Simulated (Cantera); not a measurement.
A perfectly stirred reactor is fed with CH4 : O2 : N2 = 0.016 : 0.022 : 1 (molar parts), at 990000 Pa; it is held at 1150 K, and followed from long to short residence time.

Model: GRI-Mech 3.0 (53 species, 325 reactions), integrated in Cantera. The temperature is held fixed by assumption; the heat of reaction is taken as removed at once.

What does this change do: N2 1 to 6.4 parts?


```tsv
quantity	before	after
x(CH4) at τ = 7.00 s	0.00307	0.000488
x(O2) at τ = 7.00 s	0.000837	0.000337
x(C2H4) at τ = 7.00 s	0.000157	3.23e-5
x(C2H2) at τ = 7.00 s	2.45e-5	8.51e-6
x(OH) at τ = 7.00 s	3.72e-9	2.54e-9
x(CH4) at τ = 0.230 s	0.00394	0.00247
x(O2) at τ = 0.230 s	0.00419	0.00341
x(C2H4) at τ = 0.230 s	0.000228	2.49e-7
x(C2H2) at τ = 0.230 s	9.16e-6	7.41e-10
x(OH) at τ = 0.230 s	4.95e-8	8.36e-11
```

What does this change do: temperature 1150 to 1475 K?


```csv
quantity,before,after
x(CH4) at τ = 7.00 s,0.00307,0.00174
x(O2) at τ = 7.00 s,0.000837,0.000102
x(C2H4) at τ = 7.00 s,0.000157,2.04e-5
x(C2H2) at τ = 7.00 s,2.45e-5,0.000448
x(OH) at τ = 7.00 s,3.72e-9,4.75e-8
x(CH4) at τ = 0.230 s,0.00394,0.00207
x(O2) at τ = 0.230 s,0.00419,0.000922
x(C2H4) at τ = 0.230 s,0.000228,9.70e-5
x(C2H2) at τ = 0.230 s,9.16e-6,0.000348
x(OH) at τ = 0.230 s,4.95e-8,1.92e-7
```
